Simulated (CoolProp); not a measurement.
Vapour pressure (bar) of R125: the reference equation beside estimates from Tc = 339.2 K, pc = 36.18 bar, ω = 0.305. Clausius-Clapeyron is anchored at 264.4 K with a constant enthalpy of vaporisation of 16.77 kJ/mol.

Values from CoolProp's reference Helmholtz-energy equation of state, Lemmon 2005.

```csv
T (K),reference,Lee-Kesler,Clausius-Clapeyron,Peng-Robinson
226.1,1.066,1.061,1.383,1.066
233.8,1.527,1.525,1.856,1.524
241.4,2.121,2.124,2.434,2.113
249.1,2.891,2.900,3.152,2.877
256.8,3.858,3.874,4.018,3.838
264.4,5.035,5.057,5.035,5.011
272.1,6.486,6.512,6.248,6.459
279.8,8.229,8.257,7.662,8.205
287.5,10.30,10.33,9.294,10.29
295.1,12.71,12.72,11.13,12.71
302.8,15.55,15.56,13.25,15.57
310.5,18.84,18.84,15.63,18.90
318.2,22.63,22.64,18.29,22.74
325.8,26.94,26.95,21.20,27.07
```

Absolute difference from the reference over all 14 rows, mean and median: Lee-Kesler 0.2 and 0.2 %, Clausius-Clapeyron 13.2 and 13.6 %, Peng-Robinson 0.3 and 0.3 %.
